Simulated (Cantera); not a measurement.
Input (Python, Cantera):

```python
import numpy as np
import cantera as ct

surf = ct.Interface("ptcombust.yaml", "Pt_surf")
gas = surf.adjacent["gas"]
gas.TPX = 300, 9600, {'CH4': 0.015, 'O2': 0.15, 'N2': 0.79}
jet = ct.ImpingingJet(gas=gas, width=0.085, surface=surf)
jet.inlet.mdot, jet.inlet.T, jet.inlet.X = 0.086, 300, {'CH4': 0.015, 'O2': 0.15, 'N2': 0.79}
jet.set_refine_criteria(ratio=10, slope=0.2, curve=0.3)
show, cover = ['CH4', 'O2', 'H2O', 'OH', 'CO', 'CO2'], ["PT(S)", "H(S)", "O(S)", "OH(S)", "CO(S)", "C(S)"]

rows = []
print(f"{'Ts/K':>7s}" + "".join(f"{s:>11s}" for s in show + cover) + "   (gas at the wall, coverages)")
for i, Ts in enumerate([850, 900, 950, 1000, 1050, 1100]):
    jet.surface.T = Ts
    if i == 0:
        surf.TP = Ts, 9600
        surf.coverages = "PT(S):0.5, O(S):0.5"
        surf.advance_coverages(1.0)
        jet.set_initial_guess(products="inlet")
    jet.solve(loglevel=0, auto=(i == 0))
    rows.append([*(jet.X[gas.species_index(s), -1] for s in show), *surf[cover].coverages])
    print(f"{Ts:7g}" + "".join(f"{x:11.3e}" for x in rows[-1]))
```

It prints:

```
   Ts/K        CH4         O2        H2O         OH         CO        CO2      PT(S)       H(S)       O(S)      OH(S)      CO(S)       C(S)   (gas at the wall, coverages)
    850  1.298e-02  1.513e-01  5.099e-03  4.966e-09  3.299e-06  3.324e-03  1.249e-01  1.233e-08  8.745e-01  6.106e-04  4.682e-06  1.196e-08
    900  1.058e-02  1.461e-01  9.576e-03  2.079e-08  3.824e-06  6.254e-03  1.823e-01  4.247e-08  8.169e-01  7.790e-04  4.151e-06  1.477e-08
    950  8.114e-03  1.409e-01  1.413e-02  6.802e-08  4.035e-06  9.245e-03  2.457e-01  1.121e-07  7.534e-01  8.608e-04  3.193e-06  1.528e-08
   1000  6.097e-03  1.366e-01  1.784e-02  1.887e-07  4.074e-06  1.168e-02  3.120e-01  2.447e-07  6.871e-01  8.658e-04  2.285e-06  1.428e-08
   1050  4.622e-03  1.335e-01  2.052e-02  4.612e-07  4.081e-06  1.345e-02  3.788e-01  4.675e-07  6.204e-01  8.223e-04  1.604e-06  1.276e-08
   1100  3.585e-03  1.314e-01  2.238e-02  1.015e-06  4.139e-06  1.468e-02  4.446e-01  8.137e-07  5.547e-01  7.549e-04  1.137e-06  1.127e-08
```

Cantera simulation using Deutschmann's 1995 Pt surface mechanism with GRI-Mech 3.0 gas chemistry; the numbers are that mechanism's predictions, not measurements. Catalytic surfaces can have several steady states; this one follows from the mechanism file's or the stated starting coverage.
